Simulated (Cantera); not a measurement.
Charge: 1 mol CaCO3, 0.18 mol O2, 1.1 mol H2O, equilibrated at 1175 K.

Cantera equilibrium calculation (NASA polynomials, part measured and part estimated; ideal gas, pure solids and liquids). Candidate condensed phases: C, C6H6, C7H8, C8H18, Ca, CaCO3, CaO, Ca(OH)2, H2O; 115 gas species. Rates play no part.

Q: At 510 Torr, list the 3 most abundant gas species with their mole fractions, and the condensed phases.

A: H2O 0.482, CO2 0.439, O2 0.0789. Condensed: CaO(s).
